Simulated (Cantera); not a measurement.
An adiabatic, constant-pressure homogeneous reactor starts with CH₃OH : O₂ : N₂ = 1 : 0.75 : 8.25 (molar parts), at 1525 K and 8.40 bar. Integrator tolerance rtol = 1e-08.

Computed with Cantera and GRI-Mech 3.0 (53 species, 325 reactions). GRI-Mech 3.0 was tuned for natural gas; its chemistry of methanol as a main component is partial and can be far from experiment.

What does this change do: pressure from 8.40 bar to 1.00 bar?


| quantity | before | after |
|---|---|---|
| time of steepest temperature rise | 35.3 µs | 0.205 ms |
| temperature at 1.00 s | 2178 K | 2172 K |
| equilibrium temperature | 2178 K | 2172 K |
| x(CH₃OH) at 1.00 s | <1e-12 (gas-phase equilibrium <1e-12) | <1e-12 (gas-phase equilibrium <1e-12) |
| x(O₂) at 1.00 s | 3.39e-7 (gas-phase equilibrium 3.39e-7) | 2.63e-6 (gas-phase equilibrium 2.63e-6) |
| x(HCO) at 1.00 s | 6.12e-8 (gas-phase equilibrium 6.12e-8) | 2.05e-8 (gas-phase equilibrium 2.05e-8) |
| x(NO) at 1.00 s | 1.48e-5 (gas-phase equilibrium 1.48e-5) | 4.05e-5 (gas-phase equilibrium 4.05e-5) |
| x(HCN) at 1.00 s | 1.58e-7 (gas-phase equilibrium 1.58e-7) | 1.87e-8 (gas-phase equilibrium 1.87e-8) |
| x(H₂O) at 1.00 s | 0.111 (gas-phase equilibrium 0.111) | 0.111 (gas-phase equilibrium 0.111) |
